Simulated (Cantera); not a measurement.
Input (Python, Cantera) and output of one run.

```python
import numpy as np
import cantera as ct

gas_names = """
    CL CL2 H HCL H2 Si SiCL SiCL2 SiCL3 SiCL4 SiH SiHCL3 SiH2 SiH2CL2 SiH3 SiH3CL SiH4 Si2 Si3
""".split()
cond_names = """
    Si(cr) Si(L)
""".split()


# ... load() reads the species with a 1 bar reference pressure and builds the phases ...
atoms = {
    'SiCl4': {'Si': 1, 'CL': 4},
    'HCl': {'H': 1, 'CL': 1},
    'H2': {'H': 2},
}
top_T = {}  # K; cautious upper limits of use, not melting points


# ... equilibrate(T, P, feed) seeds the gas with the atoms and calls Mixture.equilibrate('TP', solver="vcs", rtol=1e-11, max_steps=5000) ...
results = []
feed = {'SiCl4': 1, 'HCl': 0.15, 'H2': 19}  # mol
P = 133.322  # Pa
for T in [998, 1098, 1198, 1298, 1398, 1498, 1598, 1698, 1798]:
    mix = equilibrate(T, P, feed)
    results.append((T, P, feed, dict(zip(mix.species_names, mix.species_moles))))

top = {s: max(r[3][s] / sum(r[3][g] for g in gas_names) for r in results) for s in gas_names}
cols = sorted((s for s in top if top[s] > 0.001), key=lambda s: -top[s])[:9]
seen = [c for c in cond_names if any(r[3].get(c, 0) > 1e-12 for r in results)]
print("log10 of partial pressures in bar; condensed amounts in mol")
print(f"{'T/K':>10s}" + "".join(f"{s[:9]:>10s}" for s in cols + seen))
for T, P, feed, n in results:
    ng = sum(n[g] for g in gas_names)
    print(f"{T:10.4g}" + "".join(f"{np.log10(max(n[s] / ng * P / 1e5, 1e-99)):10.3f}" for s in cols)
          + "".join(f"{n.get(c, 0):10.4g}" for c in seen))
```

It prints:

```
log10 of partial pressures in bar; condensed amounts in mol
       T/K        H2       HCL     SiCL2     SiCL4         H    SiHCL3     SiCL3        Si    Si(cr)     Si(L)
       998    -2.915    -4.223    -5.301    -4.361   -10.125    -5.213    -5.526   -15.798    0.1176         0
      1098    -2.931    -3.966    -4.694    -4.645    -9.072    -5.447    -5.243   -13.665    0.1885         0
      1198    -2.943    -3.850    -4.386    -5.271    -8.193    -5.934    -5.302   -11.890    0.1697         0
      1298    -2.947    -3.830    -4.289    -6.121    -7.443    -6.583    -5.593   -10.391    0.1293         0
      1398    -2.947    -3.835    -4.255    -6.941    -6.798    -7.207    -5.913    -9.108   0.09532         0
      1498    -2.947    -3.844    -4.235    -7.669    -6.238    -7.759    -6.204    -7.998   0.06621         0
      1598    -2.947    -3.853    -4.223    -8.309    -5.747    -8.245    -6.462    -7.029   0.03973         0
      1698    -2.948    -3.860    -4.217    -8.873    -5.314    -8.676    -6.693    -6.183         0   0.01301
      1798    -2.952    -3.844    -4.245    -9.358    -4.930    -9.069    -6.906    -5.511         0   0.01718
```

Cantera equilibrium calculation (NASA polynomials, part measured and part estimated; ideal gas, pure solids and liquids). The tables' values for SiCl3, SiCl are old estimates; treat these amounts as uncertain. Gases not in the tables: Si2H6 and higher silanes.
